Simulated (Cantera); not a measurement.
A closed system holds: 1 mol BN, 0.11 mol H2O, 1.9 mol H2, held at 1173.15 K and 570 Torr.

These are equilibrium values from Cantera (NASA tables, ideal gas, pure condensed phases), not measurements of a reactor. Candidate condensed phases: B, BN, B2O3, B3O3H3, H2O; 39 gas species. Mutual solubility and eutectic melting of coexisting phases are not modelled. Gases not in the tables: H3BO3. Kinetics and transport are ignored.

Base state: H2 0.981, N2 0.0172, H2O 0.00209, HBO2 2.94e-5, NH3 2.10e-5 (mole fractions); condensed: BN(s) + B2O3(l).

Problem. What changes in the equilibrium state with this change: H2O from 0.11 to 11 mol?

Solution. 
| species | before | after |
|---|---|---|
| H2O | 0.00209 | 0.701 |
| H2 | 0.981 | 0.254 |
| N2 | 0.0172 | 0.0374 |
| (HBO2)3 | 1.07e-6 | 0.00662 |
| HBO2 | 2.94e-5 | 0.000540 |
| NH3 | 2.10e-5 | 4.10e-6 |
| BN(s), mol | 0.930 | 0 |
| B2O3(l), mol | 0.0352 | 0.364 |
